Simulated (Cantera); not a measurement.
An isothermal, constant-pressure homogeneous reactor starts with N2O : O2 = 1 : 0.35 (molar parts), at 1575 K and 3300 Pa.

Model: GRI-Mech 3.0 (53 species, 325 reactions), integrated in Cantera. GRI-Mech 3.0 was tuned for natural gas; its chemistry of N2O as a main component is partial and can be far from experiment. Radical loss at walls, strong at low pressure, is not modelled. The temperature is held fixed by assumption; the heat of reaction is taken as removed at once.

Predict: x(N2O) at 9.00 s; x(O2) at 9.00 s; x(NO) at 9.00 s; x(O) at 9.00 s; x(NO2) at 9.00 s; x(N2) at 9.00 s.


```json
{
  "x(N2O) at 9.00 s": "6.31e-6 (gas-phase equilibrium 1.92e-8)",
  "x(O2) at 9.00 s": "0.383 (gas-phase equilibrium 0.458)",
  "x(NO) at 9.00 s": "0.152 (gas-phase equilibrium 0.00213)",
  "x(O) at 9.00 s": "3.70e-5 (gas-phase equilibrium 4.02e-5)",
  "x(NO2) at 9.00 s": "0.000159 (gas-phase equilibrium 2.46e-6)",
  "x(N2) at 9.00 s": "0.465 (gas-phase equilibrium 0.539)"
}
```
